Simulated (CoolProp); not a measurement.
Saturation properties of carbon dioxide.

Values from CoolProp's reference Helmholtz-energy equation of state, Span 1996.

```tsv
T (°C)	p (kPa)	liquid density (kg/m³)	vapour density (kg/m³)	enthalpy of vaporisation (kJ/kg)	liquid viscosity (µPa s)	vapour viscosity (µPa s)
-46.05	798.6	1140	20.87	333.1	213	11.4
-40.75	977.0	1119	25.42	323.8	195	11.7
-35.35	1188	1098	30.83	313.8	179	12.0
-29.95	1430	1076	37.16	303.4	164	12.3
-24.65	1702	1053	44.39	292.5	151	12.6
-19.25	2016	1028	52.97	280.8	138	13.0
-13.85	2370	1002	63.00	268.2	127	13.4
-8.55	2760	975.4	74.52	254.9	116	13.8
-3.15	3203	945.8	88.37	240.1	106	14.3
2.25	3697	913.7	[?]	223.9	[?]	14.8
7.55	4235	878.7	124.6	206.2	87.6	15.4
12.95	[?]	838.3	[?]	185.4	[?]	16.3
18.35	5511	790.3	182.0	160.7	69.6	17.4
```

Problem. Some entries are withheld; supply them.

Solution. 
- 2.25, vapour density (kg/m³): 104.9
- 2.25, liquid viscosity (µPa s): 96.5
- 12.95, p (kPa): 4841
- 12.95, vapour density (kg/m³): 149.5
- 12.95, liquid viscosity (µPa s): 78.7

Viscosity comes from a separate model (Laesecke 2017).
